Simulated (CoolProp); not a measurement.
Computed with CoolProp (reference Helmholtz-energy equation of state, Fiedler 2023).

**Question.** For tetrahydrofuran, give the phase and the Z, Joule-Thomson coefficient (K/MPa), isothermal compressibility (1/MPa), expansivity (1/kK) at 482.4 K and 522 kPa.

**Answer.** 
- 482.4 K and 522 kPa: gas; Z 0.950, Joule-Thomson coefficient 9.75, isothermal compressibility 2.02, expansivity 2.44
